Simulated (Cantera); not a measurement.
Input: 1 mol CHF3, 4.4 mol H2, at 1.33 mbar.

Cantera equilibrium calculation (NASA polynomials, part measured and part estimated; ideal gas, pure solids and liquids). Candidate condensed phases: C, C6H6, C7H8, C8H18; 110 gas species. Ions and electrons are included (thermal ionisation). Rates play no part.

**Question.** Which condensed phases are stable at each of these points (T (°C)): 1727, 1977, 2227, 2477, 2727, 2977, 3227, 3477, 3727, 3977, 4227, 4477, 4727?

**Answer.** 
```tsv
T (°C)	condensed phases	C condensed (%)
1727	C(graphite)	99.5
1977	C(graphite)	98.0
2227	C(graphite)	94.1
2477	C(graphite)	51.2
2727	gas only	0.0
2977	gas only	0.0
3227	gas only	0.0
3477	gas only	0.0
3727	gas only	0.0
3977	gas only	0.0
4227	gas only	0.0
4477	gas only	0.0
4727	gas only	0.0
```

From 1727 °C to 2477 °C the condensed part is C(graphite). From 2727 °C to 4727 °C nothing is condensed.
